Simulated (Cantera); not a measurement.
An isothermal, constant-pressure homogeneous reactor starts with CH4 : CO2 = 1 : 3.8 (molar parts), at 2200 K and 7500 Torr. Integrator tolerance rtol = 1e-08.

Computed with Cantera and GRI-Mech 3.0 (53 species, 325 reactions).

### Question
What does this change do: temperature 2200 to 1398 K?

### Answer
```json
[
 {"quantity": "x(CH4) at 200 s", "before": "2.57e-9 (gas-phase equilibrium 2.75e-9)", "after": "0.0172 (gas-phase equilibrium 1.10e-5)"},
 {"quantity": "x(CO2) at 200 s", "before": "0.209 (gas-phase equilibrium 0.209)", "after": "0.286 (gas-phase equilibrium 0.252)"},
 {"quantity": "x(H2O) at 200 s", "before": "0.202 (gas-phase equilibrium 0.202)", "after": "0.159 (gas-phase equilibrium 0.160)"},
 {"quantity": "x(OH) at 200 s", "before": "0.000168 (gas-phase equilibrium 0.000168)", "after": "1.41e-8 (gas-phase equilibrium 1.30e-8)"},
 {"quantity": "x(C2H) at 200 s", "before": "<1e-12 (gas-phase equilibrium <1e-12)", "after": "1.20e-12 (gas-phase equilibrium <1e-12)"}
]
```
